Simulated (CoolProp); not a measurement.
Vapour-liquid equilibrium of n-butane (1) + R113 (2) at 311.6 K; x and y are mole fractions of (1).

Model: multi-fluid Helmholtz-energy mixture model, Bücker 2006 and Marx 1992; pair parameters Bell 2016, in CoolProp.

**Question.** Give the bubble pressure and the first vapour's composition at x = 0.05, 0.35, 0.85. Is there an azeotrope?

**Answer.** x = 0.05: 0.9247 bar, y = 0.232; x = 0.35: 1.896 bar, y = 0.724; x = 0.85: 3.222 bar, y = 0.952. No azeotrope shows between x = 0.05 and 0.95.

The pair parameters rest on a limited set of measurements; away from them the model extrapolates.
